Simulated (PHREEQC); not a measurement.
Consider water at 5 °C with 0.0013 mol/kgw HF, 0.0038 mol/kgw NaF, 0.00038 mol/kgw H2SiF6 and 0.28 mol/kgw H2SO4. Closed to the air; pH follows from the charge balance.

Equilibrium calculation in PHREEQC: ion-association model, phreeqc.dat.

| quantity | before | after |
|---|---|---|
| pH | 0.60 | 0.61 |
| ionic strength (mol/kgw) | 0.369 | 0.388 |
| HSO4- (mol/kgw) | 0.236 | 0.243 |
| SO4-2 (mol/kgw) | 0.0442 | 0.0476 |
| HF (mol/kgw) | 0.00519 | 0.00518 |
| Na+ (mol/kgw) | 0.00363 | 0.0265 |

Question: What was changed between the two runs?
(A) HF from 0.0013 to 0.00065 mol/kgw
(B) HF replaced by KHF2 at the same molality
(C) temperature from 5 to 30 °C
(D) 0.012 mol/kgw Na2SO4 added
(E) HF replaced by Na2SiF6 at the same molality

Answer: D, 0.012 mol/kgw Na2SO4 added

Precipitation was switched off in this run. Constants without temperature data keep their 25 °C values here. SiF6-2 is the database's only silicon fluoride.
